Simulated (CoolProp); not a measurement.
Properties of R152A along the isobar 13000 kPa.

Model: reference Helmholtz-energy equation of state, Outcalt 1996, in CoolProp. It is a modified Benedict-Webb-Rubin equation, recast in Helmholtz form.

| T (°C) | phase | Joule-Thomson coefficient (K/MPa) | Prandtl number |
|---|---|---|---|
| 9.55 | liquid | -0.2602 | 3.29 |
| 27.65 | liquid | -0.2048 | ___ |
| 45.75 | liquid | -0.1333 | 2.74 |
| 63.85 | liquid | -0.03872 | 2.54 |
| 81.95 | liquid | 0.09054 | 2.39 |
| 100.05 | liquid | ___ | 2.26 |
| 118.15 | supercritical | 0.5396 | 2.16 |
| 136.25 | supercritical | ___ | ___ |
| 154.45 | supercritical | ___ | ___ |
| 172.55 | supercritical | ___ | 1.90 |
| 190.65 | supercritical | 2.892 | 1.66 |
| 208.75 | supercritical | 3.269 | 1.43 |
| 226.85 | supercritical | 3.360 | 1.26 |

Problem. What belongs in the gaps?

Solution. 
- 27.65, Prandtl number: 2.98
- 100.05, Joule-Thomson coefficient (K/MPa): 0.2731
- 136.25, Joule-Thomson coefficient (K/MPa): 0.9375
- 136.25, Prandtl number: 2.10
- 154.45, Joule-Thomson coefficient (K/MPa): 1.520
- 154.45, Prandtl number: 2.04
- 172.55, Joule-Thomson coefficient (K/MPa): 2.241

Viscosity comes from a separate model (Bell 2016), an estimate that may be off by 10 % or more. Thermal conductivity comes from a separate model (Krauss 1996).
